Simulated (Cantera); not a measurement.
Cantera run:

```python
import numpy as np
import cantera as ct

gas_names = """
    B BH BH2 BH3 BN BO BO2 B2 B2O B2O2 B2O3 B3O3H3 H HBO HBO2 HNO HNO2 HNO3 HO2 H2 H2O H2O2 H3B3O6 N NH
    NH2 NH3 NH2OH NO NO2 NO3 N2 N2H2 N2H4 N2O O OH O2 O3
""".split()
cond_names = """
    B(b) B(L) BN(s) B2O3(L) B3O3H3(cr) H2O(s) H2O(L)
""".split()


# ... load() reads the species with a 1 bar reference pressure and builds the phases ...
atoms = {
    'borazine': {'B': 3, 'N': 3, 'H': 6},
    'H2O': {'H': 2, 'O': 1},
    'NH3': {'N': 1, 'H': 3},
}
top_T = {'BN(s)': 3200}  # K; cautious upper limits of use, not melting points


# ... equilibrate(T, P, feed) seeds the gas with the atoms and calls Mixture.equilibrate('TP', solver="vcs", rtol=1e-11, max_steps=5000) ...
results = []
T = 1725  # K
P = 280  # Pa
for m in [0.21, 0.39, 0.71, 1.3, 2.3, 4.2, 7.7]:
    feed = {'borazine': 1, 'H2O': 0.28, 'NH3': m}  # mol
    mix = equilibrate(T, P, feed)
    results.append((T, P, feed, dict(zip(mix.species_names, mix.species_moles))))

top = {s: max(r[3][s] / sum(r[3][g] for g in gas_names) for r in results) for s in gas_names}
cols = sorted((s for s in top if top[s] > 1e-05), key=lambda s: -top[s])[:9]
seen = [c for c in cond_names if any(r[3].get(c, 0) > 1e-12 for r in results)]
print("log10 of partial pressures in bar; condensed amounts in mol")
print(f"{'n(NH3)':>10s}" + "".join(f"{s[:9]:>10s}" for s in cols + seen))
for T, P, feed, n in results:
    ng = sum(n[g] for g in gas_names)
    print(f"{feed['NH3']:10.4g}" + "".join(f"{np.log10(max(n[s] / ng * P / 1e5, 1e-99)):10.3f}" for s in cols)
          + "".join(f"{n.get(c, 0):10.4g}" for c in seen))
```

It prints:

```
log10 of partial pressures in bar; condensed amounts in mol
    n(NH3)        H2        N2       HBO      B2O2         H        BO      B2O3      HBO2       H2O     BN(s)
      0.21    -2.608    -3.778    -3.946    -4.640    -5.035    -5.085    -5.157    -5.357    -6.756     2.736
      0.39    -2.613    -3.676    -3.978    -4.699    -5.038    -5.114    -5.195    -5.368    -6.740     2.737
      0.71    -2.622    -3.563    -4.027    -4.789    -5.042    -5.159    -5.273    -5.405    -6.736     2.737
       1.3    -2.632    -3.449    -4.100    -4.924    -5.047    -5.227    -5.419    -5.489    -6.758     2.736
       2.3    -2.644    -3.357    -4.196    -5.104    -5.053    -5.317    -5.642    -5.628    -6.813     2.734
       4.2    -2.655    -3.282    -4.328    -5.357    -5.059    -5.443    -5.984    -5.850    -6.914     2.731
       7.7    -2.664    -3.231    -4.494    -5.681    -5.063    -5.605    -6.444    -6.152    -7.059     2.728
```

Equilibrium computed with Cantera from the NASA thermochemical tables; the gas is ideal and each condensed phase is pure. The feed counts by its element totals alone.
